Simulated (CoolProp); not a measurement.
Vapour-liquid equilibrium of methanol (1) + benzene (2) at 473.1 K; x and y are mole fractions of (1).

The numbers come from the multi-fluid Helmholtz-energy mixture model, de Reuck 1993 and Thol 2012; pair parameters Bell 2016 in CoolProp.

| x | bubble pressure, mixture model (MPa) | bubble pressure, Raoult's law (MPa) | y, mixture model | y, Raoult's law |
|---|---|---|---|---|
| 0.05 | 1.796 | 1.566 | 0.185 | 0.128 |
| 0.15 | 2.335 | 1.825 | 0.374 | 0.331 |
| 0.25 | 2.721 | 2.083 | 0.476 | 0.483 |
| 0.35 | 3.013 | 2.342 | 0.547 | 0.601 |
| 0.45 | 3.250 | 2.601 | 0.606 | 0.696 |
| 0.55 | 3.452 | 2.859 | 0.664 | 0.774 |
| 0.65 | 3.628 | 3.118 | 0.726 | 0.839 |
| 0.75 | 3.777 | 3.377 | 0.794 | 0.894 |
| 0.85 | 3.897 | 3.635 | 0.871 | 0.941 |
| 0.95 | 3.987 | 3.894 | 0.955 | 0.982 |

The largest gap from Raoult's law is +30.6 % in bubble pressure, at x = 0.25. No azeotrope shows between x = 0.05 and 0.95.

Pair parameters are fitted to limited data, so mixtures are less certain than the pure fluids.
